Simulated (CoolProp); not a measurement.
Vapour-liquid equilibrium of carbon dioxide (1) + R142b (2) at -43.95 °C; x and y are mole fractions of (1).

Computed with CoolProp (multi-fluid Helmholtz-energy mixture model, Span 1996 and Lemmon 2006; pair parameters Bell 2016).

```csv
x,"bubble pressure, mixture model (MPa)","bubble pressure, Raoult's law (MPa)","y, mixture model","y, Raoult's law"
0.05,0.05409,0.06149,0.659,0.704
0.15,0.1351,0.1462,0.875,0.889
0.25,0.2252,0.2309,0.932,0.938
0.35,0.3178,0.3156,0.957,0.961
0.45,0.4082,0.4003,0.971,0.974
0.55,0.4939,0.4850,0.979,0.982
0.65,0.5751,0.5697,0.985,0.988
0.75,0.6538,0.6544,0.990,0.993
0.85,0.7339,0.7391,0.994,0.996
0.95,0.8197,0.8238,0.998,0.999
```

The largest gap from Raoult's law is -12.0 % in bubble pressure, at x = 0.05. No azeotrope shows between x = 0.05 and 0.95.

Pair parameters are fitted to limited data, so mixtures are less certain than the pure fluids. The gap from Raoult's law changes sign with composition, which may be real or a fault of the pair parameters; it wasn't checked against measurements.
